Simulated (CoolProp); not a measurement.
Vapour-liquid equilibrium of isohexane (1) + n-heptane (2) at 397.9 K; x and y are mole fractions of (1).

The numbers come from the multi-fluid Helmholtz-energy mixture model, Lemmon 2006 and Span 2003; pair parameters Bell 2016 in CoolProp.

```tsv
x	bubble pressure, mixture model (kPa)	bubble pressure, Raoult's law (kPa)	y, mixture model	y, Raoult's law
0.05	223.1	224.0	0.111	0.122
0.125	246.9	249.3	0.252	0.273
0.2	270.8	274.6	0.369	0.396
0.275	294.9	299.9	0.469	0.499
0.35	319.1	325.2	0.555	0.586
0.425	343.6	350.5	0.630	0.660
0.5	368.4	375.7	0.696	0.724
0.575	393.6	401.0	0.756	0.780
0.65	419.2	426.3	0.809	0.830
0.725	445.2	451.6	0.857	0.874
0.8	471.7	476.9	0.901	0.913
0.875	498.6	502.2	0.941	0.948
0.95	525.9	527.5	0.977	0.980
```

The largest gap from Raoult's law is -2.0 % in bubble pressure, at x = 0.425. No azeotrope shows between x = 0.05 and 0.95.

The pair parameters rest on a limited set of measurements; away from them the model extrapolates.
